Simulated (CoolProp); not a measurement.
The fluid at 293.15 K and 5.02 MPa flows at 0.39 m/s in a round tube of 10 mm bore and 15 µm roughness, fully developed (64/Re and Nu = 3.66 if laminar; Colebrook and Gnielinski if turbulent). The same conditions are run with several fluids, on thermodynamics alone (safety and materials aside).

The numbers come from the reference Helmholtz-energy equation of state of each fluid (R125: Lemmon 2005; R227EA: Lemmon 2016; m-xylene: Zhou 2012; R11: Jacobsen 1992; ethylbenzene: Zhou 2012) in CoolProp.

| fluid | Reynolds number | Darcy friction factor | pressure drop (Pa/m) | heat-transfer coefficient (W/(m² K)) | mass flow (kg/h) |
|---|---|---|---|---|---|
| R125 | 28700 | 0.0272 | 261 | 1080 | 139 |
| R227EA | 19800 | 0.0289 | 317 | 881 | 159 |
| m-xylene | 5270 | 0.0385 | 254 | 604 | 95.7 |
| R11 | 12200 | 0.0317 | 362 | 765 | 165 |
| ethylbenzene | 5030 | 0.0390 | 258 | 582 | 96.0 |

Transport values come from each fluid's own correlations; those of R227EA, R11, ethylbenzene are estimates that may be off by 10 % or more.
